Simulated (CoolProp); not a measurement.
A Linde-Hampson liquefier for CF4 (R14): isothermal reversible compression at 280 K from 1 atm to 5 MPa, throttling to 1 atm, return gas leaving the recuperator 0 K below the feed. Each further row changes one setting.

The numbers come from the reference Helmholtz-energy equation of state, Platzer 1990 in CoolProp. This equation is an older, rougher fit; its heat capacities, sound speeds and derivatives of the liquid may be far off and weren't checked against measurements.

```csv
case,liquid yield per pass,compression work (kJ/kg of gas)
as stated,0.115,97.0
high pressure 10 MPa,0.248,109
warm-end temperature 310 K,0.080,110
warm-end gap 5 K,0.100,97.0
```
